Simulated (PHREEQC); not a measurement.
PHREEQC input (ion-association model, wateq4f.dat):

```
SOLUTION_SPECIES
  2 NO3- + 12 H+ + 10 e- = N2 + 6 H2O  # shut off: nitrate stays nitrate
    -log_k -100
    -delta_h 0
    -analytic -100
SOLUTION 1
  temp 25
  units mol/kgw
  pH 7 charge
  N(5) 0.066
  Ni 0.033
  Cl 0.0985
  K 0.095
SOLUTION 2
  temp 25
  units mol/kgw
  pH 7 charge
  Li 0.02
  C(4) 0.002242
  Na 8.4e-05
END
SELECTED_OUTPUT 1
  -reset false
  -pH true
  -pe true
  -ionic_strength true
  -water true
  -totals C Cl K Li N Na Ni C(-4) C(4) N(5)
    N(3) N(0) N(-3)
  -molalities H+ CO3-2 Cl- K+ Li+ NO3- Na+ Ni+2 NH3 CO2
    HCO3- NaCO3- NaHCO3 O2 NH4+ OH- NO2- NiCl+ NiOH+ Ni(OH)2
    Ni(OH)3- NiCl2 NiHCO3+ NiCO3 Ni(CO3)2-2
  -equilibrium_phases Ni(OH)2 NiCO3 Halite Nahcolite Natron
PRINT
  -reset false
MIX 1
  1 1
  2 0
EQUILIBRIUM_PHASES 1
  Ni(OH)2 0 0
  NiCO3 0 0
  Halite 0 0
  Nahcolite 0 0
  Natron 0 0
  O2(g) -0.68 10
END
# ... the last block is repeated for the other 10 points of share of solution B
```

Selected output (columns that matter, 11 of 11 rows; share of solution B added in front):

```
share of solution B	pH	mu	C	Cl	K	Li	N	Na	Ni	m_H+	m_CO3-2	m_Cl-	m_K+	Ni(OH)2
0	2.5533	0.19196	0	0.0985	0.095	0	0.066	0	0.033	0.0035	0	0.095538	0.095	0
0.1	3.0375	0.17316	0.00022419	0.088647	0.085497	0.0019999	0.059398	8.3997e-06	0.029699	0.0011419	1.7705e-14	0.086206	0.085497	0
0.2	6.4512	0.1538	0.00044838	0.078796	0.075996	0.0039998	0.052797	1.6799e-05	0.026154	4.3795e-07	1.5888e-08	0.076869	0.075996	0.00024519
0.3	6.483	0.13382	0.00067257	0.068947	0.066497	0.0059998	0.046198	2.5199e-05	0.021856	4.0426e-07	2.6395e-08	0.067511	0.066497	0.0012431
0.4	6.5226	0.11374	0.00089677	0.059098	0.056998	0.0079997	0.039599	3.3599e-05	0.017559	3.66e-07	4.0099e-08	0.058089	0.056998	0.0022409
0.5	6.5756	0.093563	0.001121	0.049249	0.047499	0.0099997	0.032999	4.1999e-05	0.01326	3.2085e-07	5.9995e-08	0.048602	0.047499	0.0032394
0.6	6.655	0.073298	0.0013452	0.039399	0.037999	0.012	0.0264	5.0399e-05	0.0089584	2.6406e-07	9.5308e-08	0.039047	0.037999	0.0042414
0.7	6.8084	0.053009	0.0015694	0.02955	0.0285	0.014	0.0198	5.8799e-05	0.0046395	1.8258e-07	1.963e-07	0.029422	0.0285	0.0052605
0.8	9.4961	0.035418	0.0017936	0.0197	0.019	0.016	0.0132	6.7201e-05	1.3702e-05	3.6778e-10	0.00034512	0.0197	0.019	0.0065863
0.9	11.78	0.029546	0.0020178	0.0098499	0.0094999	0.018	0.0066	7.56e-05	5.7143e-08	1.8971e-12	0.0019724	0.0098499	0.0094999	0.0032999
1	12.129	0.022299	0.002242	0	0	0.02	0	8.4e-05	0	8.3995e-13	0.0022169	0	0	0
```

The database's nickel carbonate constants are estimates that later reviews lower a good deal. The database's Ni(OH)2 is the aged solid; a fresh precipitate is more soluble.
